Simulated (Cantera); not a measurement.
## Silicon carbide growth: SiH2Cl2 + C3H8 + H2

Charge: 1 mol SiH2Cl2, 0.063 mol C3H8, 72 mol H2, at 0.390 bar.

Method: chemical equilibrium by Gibbs-energy minimisation in Cantera with the NASA 1993 tables (ideal gas, pure condensed phases). Candidate condensed phases: C, C6H6, C7H8, C8H18, Si, SiC; 109 gas species. Mutual solubility and eutectic melting of coexisting phases are not modelled. The tables' values for SiCl, SiCl3 are old estimates; treat these amounts as uncertain. Gases not in the tables: Si2H6 and higher silanes. Kinetics and transport are ignored.

```csv
T (K),log p H2,log p HCl,log p H,log p SiCl2,log p Si,n Si(l),n SiC(s)
1725,-0.42,-2.05,-3.94,-3.13,-5.99,0.667,0.189
1775,-0.42,-2.04,-3.75,-3.16,-5.66,0.674,0.188
1825,-0.42,-2.04,-3.57,-3.18,-5.34,0.680,0.188
1875,-0.42,-2.04,-3.39,-3.20,-5.04,0.684,0.188
1925,-0.42,-2.03,-3.23,-3.23,-4.76,0.685,0.188
1975,-0.42,-2.03,-3.07,-3.25,-4.49,0.685,0.188
2025,-0.42,-2.03,-2.93,-3.27,-4.23,0.680,0.187
2075,-0.42,-2.03,-2.79,-3.29,-3.99,0.669,0.187
2125,-0.42,-2.03,-2.65,-3.31,-3.76,0.650,0.185
2175,-0.42,-2.03,-2.52,-3.33,-3.54,0.619,0.182
2225,-0.43,-2.03,-2.40,-3.35,-3.33,0.570,0.176
```
log p: log10 of the partial pressure in bar; n: condensed amount in mol.

From 1725 K to 2225 K the condensed part is Si(l) + SiC(s). The main Si-bearing gas is SiCl2 at 1725 K and Si at 2225 K. The share of Si in condensed phases is highest at 1925 K (87.4 %) and lowest at 2225 K (74.7 %).
